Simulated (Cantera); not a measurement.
A closed system holds: 1 mol Si₃N₄, 0.33 mol N₂O, 18 mol H₂, held at 1552 °C.

Equilibrium computed with Cantera from the NASA thermochemical tables; the gas is ideal and each condensed phase is pure. Candidate condensed phases: H₂O, Si, SiO₂, Si₂N₂O, Si₃N₄; 35 gas species. Gases not in the tables: Si₂H₆ and higher silanes. Rates play no part.

Question: At 0.0100 bar, list the 4 most abundant gas species with their mole fractions, and the condensed phases.

Answer: H₂ 0.867, N₂ 0.112, SiO 0.0159, H 0.00410. Condensed: Si(l).
